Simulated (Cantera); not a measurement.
What does this Cantera script print?

```python
import numpy as np
import cantera as ct

gas = ct.Solution("h2o2.yaml")
gas.TPX = 400, 110000, {'H2': 1, 'O2': 0.98, 'N2': 3.69}
flame = ct.FreeFlame(gas, width=0.037)
flame.set_refine_criteria(ratio=3, slope=0.08, curve=0.16)
flame.transport_model = "mixture-averaged"
flame.solve(loglevel=0, auto=True)
z, T = flame.grid, flame.T
thick = (T[-1] - T[0]) / np.gradient(T, z).max()
show = ['H2', 'O2', 'H', 'HO2', 'O', 'H2O']
print(f"laminar burning velocity  {flame.velocity[0] * 100:.3f} cm/s")
print(f"burnt temperature         {T[-1]:.1f} K")
print(f"thermal thickness         {thick * 1e3:.4f} mm")
print(f"grid points               {len(z)}")
z0 = z[flame.heat_release_rate.argmax()]
print(f"{'z/mm':>9s}{'T/K':>9s}{'u/(m/s)':>9s}" + "".join(f"{s:>11s}" for s in show))
rows = []
for k in (-3, -2, -1.5, -1, -0.5, -0.25, 0, 0.25, 0.5, 1, 2, 4, 8):
    zz = z0 + k * thick
    rows.append([k * thick, np.interp(zz, z, T), np.interp(zz, z, flame.velocity),
                 *(np.interp(zz, z, flame.X[gas.species_index(s)]) for s in show)])
    print(f"{rows[-1][0] * 1e3:9.3f}{rows[-1][1]:9.1f}{rows[-1][2]:9.3f}" + "".join(f"{x:11.3e}" for x in rows[-1][3:]))
```

It prints:

```
laminar burning velocity  88.255 cm/s
burnt temperature         1706.2 K
thermal thickness         0.3783 mm
grid points               107
     z/mm      T/K  u/(m/s)         H2         O2          H        HO2          O        H2O
   -1.135    400.1    0.882  1.753e-01  1.731e-01  5.979e-14  1.016e-08  9.295e-11  2.047e-06
   -0.757    400.5    0.880  1.725e-01  1.736e-01  8.325e-13  1.417e-07  1.202e-09  2.384e-05
   -0.568    402.6    0.879  1.671e-01  1.747e-01  8.832e-12  1.131e-06  7.498e-09  1.591e-04
   -0.378    414.8    0.892  1.526e-01  1.774e-01  4.464e-10  1.109e-05  6.308e-08  1.237e-03
   -0.189    572.6    1.186  1.087e-01  1.774e-01  2.568e-05  2.891e-04  9.877e-06  2.080e-02
   -0.095    857.3    1.746  7.314e-02  1.626e-01  8.479e-04  2.431e-04  2.548e-04  6.043e-02
    0.000   1161.7    2.350  3.869e-02  1.360e-01  3.410e-03  1.297e-04  1.820e-03  1.117e-01
    0.095   1368.4    2.766  1.648e-02  1.129e-01  4.738e-03  8.065e-05  3.799e-03  1.494e-01
    0.189   1485.9    3.000  7.475e-03  1.022e-01  3.956e-03  5.724e-05  4.259e-03  1.666e-01
    0.378   1594.7    3.213  3.054e-03  9.723e-02  1.881e-03  3.510e-05  3.036e-03  1.771e-01
    0.757   1663.1    3.343  1.221e-03  9.643e-02  4.816e-04  1.675e-05  1.301e-03  1.824e-01
    1.513   1692.0    3.396  3.697e-04  9.664e-02  7.779e-05  5.905e-06  3.949e-04  1.850e-01
    3.027   1701.6    3.414  9.987e-05  9.690e-02  1.119e-05  1.897e-06  1.096e-04  1.859e-01
```

Detailed kinetics in Cantera: the H2/O2 subset of GRI-Mech 3.0, which has no nitrogen chemistry. Burning velocities carry a grid error of a few per cent, more on coarse grids. Lean hydrogen flames are cellular in practice and burn faster than this planar one.
